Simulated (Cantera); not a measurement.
**Transport properties of process gases**

Gas mixture: 67.9 % NH₃, 32.1 % C₃H₈, at 4.20 bar, frozen composition.

Cantera's kinetic-theory transport with the Lennard-Jones parameters of GRI-Mech 3.0, ideal gas; thermal conductivity in the multicomponent form. Polar gases are described roughly by these parameters. The composition is frozen, though it would react at the higher temperatures.

```csv
T (K),ρ (kg/m³),cp (J/kg/K),μ (µPa s),λ (mW/m/K),Pr,D (cm²/s) H₂O,D (cm²/s) CH₄,D (cm²/s) N₂
400,3.25,2195,12.6,37.9,0.732,0.0686,0.0741,0.0703
650,2.00,2936,19.9,77.3,0.755,0.181,0.180,0.168
900,1.44,3485,26.3,120,0.766,0.337,0.319,0.295
1150,1.13,3891,32.0,162,0.768,0.531,0.487,0.448
1400,0.928,4199,37.2,203,0.769,0.759,0.681,0.624
1650,0.787,4444,42.0,243,0.769,1.02,0.898,0.822
1900,0.684,4635,46.4,280,0.768,1.31,1.14,1.04
2150,0.604,4782,50.6,315,0.768,1.62,1.40,1.28
```
D: mixture-averaged diffusion coefficient of that species in the mixture.
